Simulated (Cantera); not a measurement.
Charge: 1 mol SiH2Cl2, 0.61 mol O3, at 133 Pa.

Equilibrium computed with Cantera from the NASA thermochemical tables; the gas is ideal and each condensed phase is pure. Candidate condensed phases: H2O, Si, SiO2; 30 gas species. The tables' values for SiCl3 are old estimates; treat these amounts as uncertain. The tables hold silica as quartz up to 1696 K and as liquid above; real silica turns to tridymite and cristobalite and melts near 1996 K. Equilibrium is a limit: real reactors are often held back by kinetics, nucleation or transport.

x: gas mole fraction; n: condensed amount in mol.

| T (K) | x HCl | x H2 | x SiCl4 | x SiCl2 | x SiCl3 | x SiO | x Cl | n SiO2(β-quartz) |
|---|---|---|---|---|---|---|---|---|
| 873 | 0.867 | 0.0888 | 0.0444 | 7.56e-9 | 2.39e-6 | <1e-12 | [?] | 0.915 |
| 973 | 0.867 | 0.0887 | 0.0443 | 5.27e-7 | 2.85e-5 | 2.41e-11 | [?] | 0.915 |
| 1073 | 0.867 | 0.0886 | 0.0441 | 1.63e-5 | 0.000212 | 6.62e-9 | [?] | 0.915 |
| 1173 | 0.868 | 0.0878 | 0.0429 | 0.000267 | 0.00108 | 6.71e-7 | [?] | 0.915 |
| 1273 | 0.872 | 0.0840 | 0.0379 | 0.00241 | 0.00373 | 2.95e-5 | [?] | 0.915 |
| 1373 | 0.883 | 0.0727 | 0.0254 | 0.0103 | 0.00754 | 0.000565 | [?] | 0.914 |
| 1473 | 0.897 | 0.0567 | 0.0116 | 0.0204 | 0.00833 | 0.00504 | [?] | 0.910 |

Task: What belongs in the gaps?

Result: 
- 873, x Cl: 3.69e-9
- 973, x Cl: 8.12e-8
- 1073, x Cl: 1.01e-6
- 1173, x Cl: 8.27e-6
- 1273, x Cl: 4.99e-5
- 1373, x Cl: 0.000247
- 1473, x Cl: 0.00106
